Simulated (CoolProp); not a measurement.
Vapour-liquid equilibrium of CHF3 (R23) (1) + R125 (2) at 0.139 MPa; x and y are mole fractions of (1).

Model: multi-fluid Helmholtz-energy mixture model, Penoncello 2003 and Lemmon 2005; pair parameters Bell 2016, in CoolProp.

**Question.** Give the bubble temperature and the first vapour's composition at x = 0.575, 0.875, 0.95. Is there an azeotrope?

**Answer.** x = 0.575: -67.8 °C, y = 0.888; x = 0.875: -74.2 °C, y = 0.976; x = 0.95: -75.5 °C, y = 0.991. No azeotrope shows between x = 0.05 and 0.95.

The pair parameters rest on a limited set of measurements; away from them the model extrapolates.
